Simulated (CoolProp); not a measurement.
Vapour-liquid equilibrium of R134a (1) + R236FA (2) at 0.00699 MPa; x and y are mole fractions of (1).

The numbers come from the multi-fluid Helmholtz-energy mixture model, Tillner-Roth 1994 and Pan 2012; pair parameters Bell 2016 in CoolProp.

Give the bubble temperature and the first vapour's composition at x = 0.125, 0.875, 0.95. Is there an azeotrope?

x = 0.125: -56.0 °C, y = 0.365; x = 0.875: -70.4 °C, y = 0.971; x = 0.95: -71.2 °C, y = 0.989. No azeotrope shows between x = 0.05 and 0.95.

Pair parameters are fitted to limited data, so mixtures are less certain than the pure fluids.
